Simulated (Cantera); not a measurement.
A Cantera script and its output.

```python
import numpy as np
import cantera as ct

gas = ct.Solution("gri30.yaml")
gas.TPX = 1525, 610000, {'CH4': 0.0078, 'O2': 0.0025, 'N2': 1}
reactor = ct.IdealGasConstPressureReactor(gas, energy="off", clone=False)
net = ct.ReactorNet([reactor])
net.rtol, net.atol = 1e-08, 1e-18
show = ['CH4', 'O2', 'C2H6', 'NO', 'C2H4']
times = np.geomspace(6e-06, 10, 10)

steps = ct.SolutionArray(gas, extra=["t"])
rows = []
print(f"{'t/s':>10s}{'T/K':>9s}{'P/Pa':>11s}" + "".join(f"{s:>11s}" for s in show))
for t in times:
    while net.time < t:
        t_next = net.step()
        steps.append(gas.state, t=t_next)
    rows.append([np.interp(t, steps.t, y) for y in (steps.T, steps.P, *steps(*show).X.T)])
    print(f"{t:10.3e}{rows[-1][0]:9.1f}{rows[-1][1]:11.4g}" + "".join(f"{x:11.3e}" for x in rows[-1][2:]))
rate = np.gradient(steps.T, steps.t)
print("integrator steps:", len(steps.t))
if steps.T.max() > steps.T[0] + 200:
    print(f"time of steepest temperature rise: {steps.t[rate.argmax()]:.4e} s")
gas.TPX = 1525, 610000, {'CH4': 0.0078, 'O2': 0.0025, 'N2': 1}
gas.equilibrate("TP")
print(f"equilibrium (TP): T = {gas.T:.1f} K  " + "  ".join(f"{s} {gas[s].X[0]:.3e}" for s in show))
```

It prints:

```
       t/s      T/K       P/Pa        CH4         O2       C2H6         NO       C2H4
 6.000e-06   1525.0    6.1e+05  7.720e-03  2.475e-03  1.084e-11  4.133e-16  9.427e-13
 2.948e-05   1525.0    6.1e+05  7.720e-03  2.474e-03  1.622e-09  4.557e-15  1.701e-10
 1.448e-04   1525.0    6.1e+05  7.715e-03  2.474e-03  1.850e-07  5.383e-14  2.150e-08
 7.114e-04   1525.0    6.1e+05  7.689e-03  2.470e-03  6.788e-06  7.151e-13  1.202e-06
 3.495e-03   1525.0    6.1e+05  7.482e-03  2.423e-03  5.167e-05  1.006e-11  3.251e-05
 1.717e-02   1525.0    6.1e+05  5.640e-03  1.676e-03  8.039e-05  1.135e-09  3.424e-04
 8.434e-02   1525.0    6.1e+05  3.213e-03  8.678e-05  6.885e-06  6.158e-09  4.925e-05
 4.143e-01   1525.0    6.1e+05  2.028e-03  5.877e-09  1.632e-06  1.728e-09  2.507e-05
 2.036e+00   1525.0    6.1e+05  8.359e-04  2.810e-14  2.383e-07  4.169e-10  2.849e-05
 1.000e+01   1525.0    6.1e+05  4.261e-04  1.378e-14  5.679e-08  2.891e-10  3.069e-05
integrator steps: 1755
equilibrium (TP): T = 1525.0 K  CH4 3.430e-05  O2 1.231e-23  C2H6 3.174e-10  NO 1.183e-14  C2H4 5.245e-07
```

Detailed kinetics in Cantera: GRI-Mech 3.0 (53 species, 325 reactions). GRI-Mech 3.0 stops at C3 and has no aromatics, soot or wall deposition, so with more carbon than oxygen in the feed, carbon stays in small species such as C2H2 where larger ones or solid carbon would form.
